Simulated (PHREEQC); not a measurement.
A made-up water analysis in mg/L, 23 °C, pH 6.54, pe 3:

```tsv
constituent	mg/L
Na	0.463
K	2.12
Ca	0.564
Mg	0.0356
Cl	0.769
S(6) as SO4	1.56
Alkalinity as HCO3	3.01
Si as SiO2	0.0404
Li	0.000223
F	0.0421
B	0.0153
Ba	0.112
```

Valence states are taken as typed.

The numbers come from PHREEQC with the ion-association model, wateq4f.dat.

No solid was allowed to form.

**Question.** What charge-balance error does the model give?

**Answer.** charge-balance error 0.7 %.

**Question.** In which forms is C present?

**Answer.** HCO3- 60 %, CO2 40 % of the C.

SiF6-2 is the database's only silicon fluoride. Real BF4- forms and hydrolyses slowly; the run takes it at equilibrium.
